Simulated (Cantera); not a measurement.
Roasting and sulfation: FeS2 + SO2 + H2O

Charge: 1 mol FeS2, 0.075 mol SO2, 0.3 mol H2O, equilibrated at 29.0 mbar.

Cantera equilibrium calculation (NASA polynomials, part measured and part estimated; ideal gas, pure solids and liquids). Candidate condensed phases: Fe, FeO, Fe(OH)2, Fe(OH)3, FeS, FeSO4, FeS2, Fe2O3, Fe2(SO4)3, Fe3O4, H2O, H2SO4, S; 22 gas species. FeS: taken at fixed stoichiometry. Gases not in the tables: S3 to S7. The numbers say what is thermodynamically allowed, not how fast it happens.

| T (K) | x S2 | x H2O | x SO2 | x H2 | x H2S | x SO | x SH | n FeS(s) | n FeS2(s) | n FeS(l) |
|---|---|---|---|---|---|---|---|---|---|---|
| 898 | 0.357 | 0.373 | 0.166 | 0.00208 | 0.0977 | 9.54e-6 | 8.05e-6 | 0.551 | 0.449 | 0 |
| 998 | 0.519 | 0.267 | 0.126 | 0.00457 | 0.0779 | 4.67e-5 | 3.92e-5 | 1.00 | 0 | 0 |
| 1098 | 0.525 | 0.274 | 0.121 | 0.0100 | 0.0640 | 0.000175 | 0.000132 | 1.00 | 0 | 0 |
| 1198 | 0.529 | 0.274 | 0.120 | 0.0188 | 0.0528 | 0.000528 | 0.000360 | 1.00 | 0 | 0 |
| 1298 | 0.529 | 0.269 | 0.121 | 0.0313 | 0.0435 | 0.00136 | 0.000824 | 1.00 | 0 | 0 |
| 1398 | 0.526 | 0.259 | 0.123 | 0.0469 | 0.0357 | 0.00306 | 0.00165 | 1.00 | 0 | 0 |
| 1498 | 0.521 | 0.244 | 0.127 | 0.0647 | 0.0292 | 0.00623 | 0.00295 | 0 | 0 | 1.000 |
| 1598 | 0.513 | 0.227 | 0.131 | 0.0838 | 0.0238 | 0.0116 | 0.00484 | 0 | 0 | 1.000 |
| 1698 | 0.503 | 0.208 | 0.134 | 0.103 | 0.0193 | 0.0200 | 0.00737 | 0 | 0 | 1.000 |
| 1798 | 0.489 | 0.188 | 0.136 | 0.121 | 0.0157 | 0.0321 | 0.0106 | 0 | 0 | 1.000 |
| 1898 | 0.472 | 0.167 | 0.134 | 0.138 | 0.0128 | 0.0485 | 0.0144 | 0 | 0 | 0.999 |
x: gas mole fraction; n: condensed amount in mol.

At 898 K the condensed part is FeS(s) + FeS2(s). From 998 K to 1398 K the condensed part is FeS(s). From 1498 K to 1898 K the condensed part is FeS(l).
